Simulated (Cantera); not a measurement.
## Adiabatic ignition

An adiabatic, constant-volume homogeneous reactor starts with H2 : O2 : N2 : H2O = 1 : 0.217 : 0.817 : 0.5 (molar parts), equivalence ratio 2.3, at 1750 K and 2030 Torr.

Computed with Cantera and the H2/O2 subset of GRI-Mech 3.0, which has no nitrogen chemistry. The hydrogen kinetics of GRI-Mech 3.0 are dated; newer H2 mechanisms differ, most at raised pressure.

```tsv
t (s)	T (K)	P (bar)	x H2	x O2	x H2O	x HO2	x OH
2.00e-6	1752	2.70	0.392	0.0845	0.199	8.40e-5	0.000174
4.93e-6	2240	3.36	0.212	0.00370	0.347	8.50e-6	0.0196
1.21e-5	2659	3.87	0.229	0.00114	0.372	2.49e-6	0.0153
2.99e-5	2813	4.04	0.235	0.000453	0.383	8.98e-7	0.0109
7.37e-5	2829	4.06	0.236	0.000394	0.384	7.65e-7	0.0103
0.000182	2829	4.06	0.236	0.000394	0.384	7.64e-7	0.0103
0.000447	2829	4.06	0.236	0.000394	0.384	7.64e-7	0.0103
0.00110	2829	4.06	0.236	0.000394	0.384	7.64e-7	0.0103
0.00271	2829	4.06	0.236	0.000394	0.384	7.64e-7	0.0103
0.00669	2829	4.06	0.236	0.000394	0.384	7.64e-7	0.0103
0.0165	2829	4.06	0.236	0.000394	0.384	7.64e-7	0.0103
0.0406	2829	4.06	0.236	0.000394	0.384	7.64e-7	0.0103
0.100	2829	4.06	0.236	0.000394	0.384	7.64e-7	0.0103
```
x: mole fraction; the columns are a selection and need not sum to one.

```yaml
time_of_steepest_temperature_rise: 3.40 µs
temperature at 0.100 s: 2829 K
equilibrium_temperature: 2829 K
x(H2) at 0.100 s: 0.236 (gas-phase equilibrium 0.236)
x(O2) at 0.100 s: 0.000394 (gas-phase equilibrium 0.000394)
x(H2O) at 0.100 s: 0.384 (gas-phase equilibrium 0.384)
```
